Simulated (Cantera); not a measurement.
# Thermodynamics of halide evaporation, hydrolysis and transport, feed SrCl2 + H2O + N2

Input: 1 mol SrCl2, 0.24 mol H2O, 0.76 mol N2, at 13300 Pa.

Equilibrium computed with Cantera from the NASA thermochemical tables; the gas is ideal and each condensed phase is pure. Candidate condensed phases: H2O, NH4Cl, Sr, SrCl2, SrO, Sr(OH)2; 35 gas species. Mutual solubility and eutectic melting of coexisting phases are not modelled. Condensed phases not in the tables: oxide chlorides. Rates play no part.

From 1150 K to 1800 K the condensed part is SrCl2(l) + SrO(s). The main Sr-bearing gas is SrCl2 throughout.

| T (K) | x N2 | x H2O | x SrCl2 | x HCl | x H2 | x Cl | n SrCl2(l) | n SrO(s) |
|---|---|---|---|---|---|---|---|---|
| 1150 | 0.760 | 0.240 | 2.47e-6 | 0.000370 | 2.66e-6 | 4.08e-8 | 1.000 | 0.000185 |
| 1200 | 0.760 | 0.240 | 9.20e-6 | 0.000647 | 5.51e-6 | 1.29e-7 | 1.000 | 0.000323 |
| 1250 | 0.760 | 0.239 | 3.06e-5 | 0.00108 | 1.08e-5 | 3.72e-7 | 0.999 | 0.000539 |
| 1300 | 0.759 | 0.239 | 9.19e-5 | 0.00172 | 2.00e-5 | 9.83e-7 | 0.999 | 0.000862 |
| 1350 | 0.759 | 0.238 | 0.000252 | 0.00265 | 3.56e-5 | 2.41e-6 | 0.998 | 0.00133 |
| 1400 | 0.758 | 0.237 | 0.000640 | 0.00394 | 6.08e-5 | 5.54e-6 | 0.997 | 0.00198 |
| 1450 | 0.757 | 0.236 | 0.00151 | 0.00569 | 0.000100 | 1.20e-5 | 0.996 | 0.00286 |
| 1500 | 0.754 | 0.234 | 0.00335 | 0.00799 | 0.000160 | 2.46e-5 | 0.993 | 0.00404 |
| 1550 | 0.750 | 0.231 | 0.00702 | 0.0109 | 0.000247 | 4.79e-5 | 0.987 | 0.00556 |
| 1600 | 0.744 | 0.227 | 0.0140 | 0.0146 | 0.000371 | 8.94e-5 | 0.978 | 0.00751 |
| 1650 | 0.732 | 0.221 | 0.0265 | 0.0191 | 0.000542 | 0.000160 | 0.963 | 0.00997 |
| 1700 | 0.714 | 0.212 | 0.0481 | 0.0243 | 0.000768 | 0.000275 | 0.936 | 0.0131 |
| 1750 | 0.684 | 0.200 | 0.0841 | 0.0301 | 0.00106 | 0.000455 | 0.890 | 0.0170 |
| 1800 | 0.637 | 0.182 | 0.142 | 0.0362 | 0.00140 | 0.000726 | 0.809 | 0.0220 |
x: gas mole fraction; n: condensed amount in mol.
